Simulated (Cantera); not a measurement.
What does this Cantera script print?

```python
import numpy as np
import cantera as ct

gas_names = """
    CL ALCL3
""".split()
cond_names = """
    AL(cr) AL(L)
""".split()


# ... load() reads the species with a 1 bar reference pressure and builds the phases ...
species = {s.name: s for s in load("nasa_gas.yaml", gas_names) + load("nasa_condensed.yaml", cond_names)}
# Each term lists the table entries of one substance; the one whose range holds T is used.
reactions = {
    'Al + 3 Cl(g) = AlCl3(g)':
        [(-1, ['AL(cr)', 'AL(L)']), (-3, ['CL']), (1, ['ALCL3'])],
}


def pick(names, T):
    return next(species[n] for n in names if species[n].thermo.min_temp <= T <= species[n].thermo.max_temp)


results = []
for label, terms in reactions.items():
    print(label)
    print("     T/K   dH/kJ  dS/(J/K)   dG/kJ   log10 K")
    for T in [300, 1498, 1548, 1598, 1648, 1698, 1748, 1798, 1848]:
        used = [(nu, pick(names, T)) for nu, names in terms]
        dH = sum(nu * s.thermo.h(T) for nu, s in used) / 1e6
        dS = sum(nu * s.thermo.s(T) for nu, s in used) / 1e3
        dG = dH - T * dS / 1e3
        logK = -dG * 1e6 / (ct.gas_constant * T * np.log(10))
        results.append((label, T, dH, dS, dG, logK, [s.name for _, s in used]))
        print(f"{T:8g} {dH:8.1f} {dS:8.1f} {dG:8.1f} {logK:8.2f}")
```

Result:

```
Al + 3 Cl(g) = AlCl3(g)
     T/K   dH/kJ  dS/(J/K)   dG/kJ   log10 K
     300   -948.5   -209.5   -885.7   154.21
    1498   -979.0   -247.9   -607.6    21.19
    1548   -979.7   -248.4   -595.2    20.08
    1598   -980.4   -248.8   -582.8    19.05
    1648   -981.1   -249.3   -570.3    18.08
    1698   -981.8   -249.7   -557.8    17.16
    1748   -982.4   -250.1   -545.3    16.30
    1798   -983.1   -250.4   -532.8    15.48
    1848   -983.8   -250.8   -520.3    14.71
```

Source: NASA polynomial tables (part measured, part estimated), evaluated in Cantera. Condensed species are held in their standard states even where they would react or evaporate.
